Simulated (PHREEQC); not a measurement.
**Leach liquor: an equilibrium model**

A solution holds 0.0013 mol H2SO4, 0.21 mol Li2SO4 and 0.00021 mol Na2SO4 per kg of water, at 25 °C. Closed to the air; pH follows from the charge balance.

Equilibrium calculation in PHREEQC: ion-association model, wateq4f.dat.

Precipitation was switched off in this run.

Problem. Predict the pH.

Solution. pH 3.36.

Problem. In which forms is Na present?

Solution. Na+ 86 %, NaSO4- 14 % of the Na.
